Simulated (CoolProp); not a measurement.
The numbers come from the reference Helmholtz-energy equation of state, Smukala 2000 in CoolProp.

**Question.** Give the vapour pressure (kPa), vapour density (kg/m³), liquid cp (kJ/(kg K)), surface tension (mN/m) of saturated ethylene at 214.4, 227.7 K.

**Answer.** 
```csv
T (K),p (kPa),vapour density (kg/m³),liquid cp (kJ/(kg K)),surface tension (mN/m)
214.4,788,14.4,2.64,9.01
227.7,1230,22.5,2.80,6.98
```

Surface tension comes from a separate correlation (Mulero 2012).
